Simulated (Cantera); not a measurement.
Input: 1 mol Fe2O3, 0.55 mol SO3, 0.037 mol O2, equilibrated at 8.25 Torr.

Method: chemical equilibrium by Gibbs-energy minimisation in Cantera with the NASA 1993 tables (ideal gas, pure condensed phases). Candidate condensed phases: Fe, FeO, FeS, FeSO4, FeS2, Fe2O3, Fe2(SO4)3, Fe3O4, S; 12 gas species. Kinetics and transport are ignored.

Q: Which condensed phases are stable at each of these points (T (°C)): 502, 602, 702, 802, 902, 1002, 1102, 1202, 1302?

A: 
| T (°C) | condensed phases | Fe condensed (%) |
|---|---|---|
| 502 | Fe2O3(s) + Fe2(SO4)3(s) | 100.0 |
| 602 | Fe2O3(s) | 100.0 |
| 702 | Fe2O3(s) | 100.0 |
| 802 | Fe2O3(s) | 100.0 |
| 902 | Fe2O3(s) | 100.0 |
| 1002 | Fe2O3(s) | 100.0 |
| 1102 | Fe2O3(s) | 100.0 |
| 1202 | Fe2O3(s) | 100.0 |
| 1302 | Fe3O4(s) | 100.0 |

At 502 °C the condensed part is Fe2O3(s) + Fe2(SO4)3(s). From 602 °C to 1202 °C the condensed part is Fe2O3(s). At 1302 °C the condensed part is Fe3O4(s).
